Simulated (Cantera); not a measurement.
Input: 1 mol CCl₄, 0.05 mol CH₄, 9.8 mol H₂, at 1423.15 K and 0.143 Torr.

These are equilibrium values from Cantera (NASA tables, ideal gas, pure condensed phases), not measurements of a reactor. Candidate condensed phases: C, C₆H₆, C₇H₈, C₈H₁₈; 91 gas species. Equilibrium is a limit: real reactors are often held back by kinetics, nucleation or transport.

Base state: H₂ 0.664, HCl 0.336, H 0.000393, Cl 0.000163 (mole fractions); condensed: C(graphite).

Task: What changes in the equilibrium state with this change: CCl₄ replaced by CH₃Cl?

Result: 
```json
[
 {"species": "H₂", "before": "0.664", "after": "0.916"},
 {"species": "HCl", "before": "0.336", "after": "0.0840"},
 {"species": "H", "before": "0.000393", "after": "0.000462"},
 {"species": "Cl", "before": "0.000163", "after": "3.47e-5"},
 {"species": "C(graphite), mol", "before": "1.05", "after": "1.05"}
]
```
